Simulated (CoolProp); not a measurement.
Values from CoolProp's reference Helmholtz-energy equation of state, Wagner 2002.

Task: For water, give the phase and the Joule-Thomson coefficient (K/MPa), conductivity (mW/(m K)) at 479.8 K and 1.01 bar; 560.4 K and 1.01 bar; 600.7 K and 1.01 bar.

Result: 
- 479.8 K and 1.01 bar: gas; Joule-Thomson coefficient 22.4, conductivity 34.1
- 560.4 K and 1.01 bar: gas; Joule-Thomson coefficient 13.1, conductivity 42.2
- 600.7 K and 1.01 bar: gas; Joule-Thomson coefficient 10.5, conductivity 46.5

Thermal conductivity comes from a separate model (Huber 2012).
